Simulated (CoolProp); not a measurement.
Dodecamethylpentasiloxane (MD3M) along the isobar 1.34 MPa: density (kg/m³) from the reference equation and from simpler models built on Tc = 354.9 °C, pc = 0.9540 MPa, ω = 0.730; each cubic takes its own stable root.

Computed with CoolProp (reference Helmholtz-energy equation of state, Thol 2019).

```json
[
 {"T (°C)": "151.45", "phase": "liquid", "reference": "748.6", "van der Waals": "426.1", "Redlich-Kwong": "611.2", "Soave-Redlich-Kwong": "665.1", "Peng-Robinson": "748.5"},
 {"T (°C)": "170.45", "phase": "liquid", "reference": "728.9", "van der Waals": "417.6", "Redlich-Kwong": "595.2", "Soave-Redlich-Kwong": "650.2", "Peng-Robinson": "732.2"},
 {"T (°C)": "189.35", "phase": "liquid", "reference": "708.8", "van der Waals": "408.7", "Redlich-Kwong": "578.3", "Soave-Redlich-Kwong": "633.8", "Peng-Robinson": "714.4"},
 {"T (°C)": "208.35", "phase": "liquid", "reference": "687.8", "van der Waals": "399.3", "Redlich-Kwong": "560.4", "Soave-Redlich-Kwong": "615.8", "Peng-Robinson": "694.5"},
 {"T (°C)": "227.25", "phase": "liquid", "reference": "666.0", "van der Waals": "389.5", "Redlich-Kwong": "541.5", "Soave-Redlich-Kwong": "596.0", "Peng-Robinson": "672.4"},
 {"T (°C)": "246.25", "phase": "liquid", "reference": "643.0", "van der Waals": "378.9", "Redlich-Kwong": "521.1", "Soave-Redlich-Kwong": "573.8", "Peng-Robinson": "647.6"},
 {"T (°C)": "265.15", "phase": "liquid", "reference": "618.4", "van der Waals": "367.6", "Redlich-Kwong": "499.3", "Soave-Redlich-Kwong": "549.0", "Peng-Robinson": "619.6"},
 {"T (°C)": "284.15", "phase": "liquid", "reference": "591.6", "van der Waals": "355.4", "Redlich-Kwong": "475.4", "Soave-Redlich-Kwong": "520.7", "Peng-Robinson": "587.4"}
]
```
